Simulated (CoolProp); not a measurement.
Vapour-liquid equilibrium of R22 (1) + R152A (2) at 307 K; x and y are mole fractions of (1).

Computed with CoolProp (multi-fluid Helmholtz-energy mixture model, Kamei 1995 and Outcalt 1996; pair parameters Bell 2016).

```tsv
x	bubble pressure (bar)	y at the bubble point	dew pressure at overall composition x (bar)	liquid density (mol/L)
0.05	7.887	0.069	7.831	13.28
0.125	8.193	0.169	8.054	13.30
0.2	8.512	0.265	8.293	13.32
0.275	8.847	0.355	8.549	13.33
0.35	9.200	0.442	8.827	13.35
0.425	9.573	0.524	9.129	13.36
0.5	9.967	0.601	9.461	13.38
0.575	10.38	0.675	9.828	13.39
0.65	10.82	0.743	10.24	13.39
0.725	11.29	0.807	10.70	13.39
0.8	11.77	0.866	11.23	13.39
0.875	12.28	0.920	11.85	13.38
0.95	12.80	0.970	12.58	13.37
```

No azeotrope shows between x = 0.05 and 0.95.

Pair parameters are fitted to limited data, so mixtures are less certain than the pure fluids.
